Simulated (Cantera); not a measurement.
Premixed flame

A freely propagating, adiabatic, planar premixed flame of C2H6 : O2 : N2 : CO2 = 1 : 3.5 : 14.7 : 0.59 (molar parts), equivalence ratio 1.0, unburnt at 575 K and 10.0 bar; mixture-averaged transport, grid criteria slope 0.08 and curve 0.16, no radiation.

Detailed kinetics in Cantera: GRI-Mech 3.0 (53 species, 325 reactions). Burning velocities carry a grid error of a few per cent, more on coarse grids.

```json
[
 {"z (mm)": "-0.187", "T (K)": "576", "u (m/s)": "0.488", "x C2H6": "0.0505", "x O2": "0.177", "x CO2": "0.0298", "x HCO": "<1e-8", "x CH2CO": "4.84e-8", "x CH3": "<1e-8"},
 {"z (mm)": "-0.125", "T (K)": "581", "u (m/s)": "0.493", "x C2H6": "0.0503", "x O2": "0.176", "x CO2": "0.0298", "x HCO": "<1e-8", "x CH2CO": "1.06e-6", "x CH3": "<1e-8"},
 {"z (mm)": "-0.0937", "T (K)": "596", "u (m/s)": "0.506", "x C2H6": "0.0500", "x O2": "0.174", "x CO2": "0.0298", "x HCO": "<1e-8", "x CH2CO": "5.13e-6", "x CH3": "<1e-8"},
 {"z (mm)": "-0.0625", "T (K)": "672", "u (m/s)": "0.576", "x C2H6": "0.0481", "x O2": "0.166", "x CO2": "0.0304", "x HCO": "<1e-8", "x CH2CO": "4.27e-5", "x CH3": "<1e-8"},
 {"z (mm)": "-0.0312", "T (K)": "1039", "u (m/s)": "0.907", "x C2H6": "0.0337", "x O2": "0.129", "x CO2": "0.0366", "x HCO": "2.65e-8", "x CH2CO": "0.000417", "x CH3": "1.01e-5"},
 {"z (mm)": "-0.0156", "T (K)": "1424", "u (m/s)": "1.26", "x C2H6": "0.0136", "x O2": "0.0888", "x CO2": "0.0467", "x HCO": "4.57e-6", "x CH2CO": "0.00103", "x CH3": "0.000440"},
 {"z (mm)": "0", "T (K)": "1814", "u (m/s)": "1.62", "x C2H6": "0.000540", "x O2": "0.0460", "x CO2": "0.0637", "x HCO": "2.09e-5", "x CH2CO": "0.000894", "x CH3": "0.000712"},
 {"z (mm)": "0.0156", "T (K)": "1996", "u (m/s)": "1.78", "x C2H6": "4.28e-7", "x O2": "0.0247", "x CO2": "0.0814", "x HCO": "3.86e-6", "x CH2CO": "8.39e-5", "x CH3": "5.76e-5"},
 {"z (mm)": "0.0312", "T (K)": "2076", "u (m/s)": "1.84", "x C2H6": "<1e-8", "x O2": "0.0174", "x CO2": "0.0928", "x HCO": "2.94e-7", "x CH2CO": "3.10e-6", "x CH3": "2.45e-6"},
 {"z (mm)": "0.0625", "T (K)": "2159", "u (m/s)": "1.90", "x C2H6": "<1e-8", "x O2": "0.0121", "x CO2": "0.103", "x HCO": "5.92e-8", "x CH2CO": "<1e-8", "x CH3": "<1e-8"},
 {"z (mm)": "0.125", "T (K)": "2228", "u (m/s)": "1.96", "x C2H6": "<1e-8", "x O2": "0.00843", "x CO2": "0.110", "x HCO": "2.13e-8", "x CH2CO": "<1e-8", "x CH3": "<1e-8"},
 {"z (mm)": "0.250", "T (K)": "2273", "u (m/s)": "1.99", "x C2H6": "<1e-8", "x O2": "0.00590", "x CO2": "0.114", "x HCO": "<1e-8", "x CH2CO": "<1e-8", "x CH3": "<1e-8"},
 {"z (mm)": "0.500", "T (K)": "2299", "u (m/s)": "2.01", "x C2H6": "<1e-8", "x O2": "0.00437", "x CO2": "0.117", "x HCO": "<1e-8", "x CH2CO": "<1e-8", "x CH3": "<1e-8"}
]
```
x: mole fraction of selected species; z is measured from the peak of heat release.

```yaml
laminar_burning_velocity: 48.7 cm/s
thermal_thickness: 0.0625 mm
peak x(HCO): 2.13e-5
peak x(CH2CO): 0.00124
peak x(CH3): 0.000960
grid_points: 141
```
